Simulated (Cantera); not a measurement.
A freely propagating, adiabatic, planar premixed flame of CH4 : O2 : N2 : H2O = 1 : 1.33 : 5.01 : 1.7 (molar parts), equivalence ratio 1.5, unburnt at 700 K and 1000000 Pa; mixture-averaged transport, grid criteria slope 0.08 and curve 0.16, no radiation.

Detailed kinetics in Cantera: GRI-Mech 3.0 (53 species, 325 reactions). Burning velocities carry a grid error of a few per cent, more on coarse grids.

### Question
How do the results move with these cheaper or finer settings: unity-Lewis-number transport; multicomponent transport; multicomponent+Soret transport; grid criteria slope 0.5, curve 1; grid criteria slope 0.25, curve 0.5; grid criteria slope 0.03, curve 0.06?

### Answer
| setting | laminar burning velocity | thermal thickness | peak x(OH) | peak x(H2O2) | grid points |
|---|---|---|---|---|---|
| as above | 18.0 cm/s | 0.219 mm | 8.57e-5 | 7.47e-5 | 126 |
| unity-Lewis-number transport | 13.9 cm/s | 0.260 mm | 8.35e-5 | 3.23e-5 | 115 |
| multicomponent transport | 18.3 cm/s | 0.223 mm | 8.67e-5 | 7.16e-5 | 126 |
| multicomponent+Soret transport | 18.1 cm/s | 0.222 mm | 8.90e-5 | 6.66e-5 | 127 |
| grid criteria slope 0.5, curve 1 | 19.7 cm/s | 0.246 mm | 8.45e-5 | 7.78e-5 | 30 |
| grid criteria slope 0.25, curve 0.5 | 18.6 cm/s | 0.230 mm | 8.56e-5 | 7.85e-5 | 47 |
| grid criteria slope 0.03, curve 0.06 | 17.6 cm/s | 0.217 mm | 8.52e-5 | 7.35e-5 | 292 |
The base run took about 8 core-seconds (a rough figure).
Unity Lewis numbers drop preferential diffusion, which matters most where H2 and H carry the flame; Soret adds thermal diffusion.
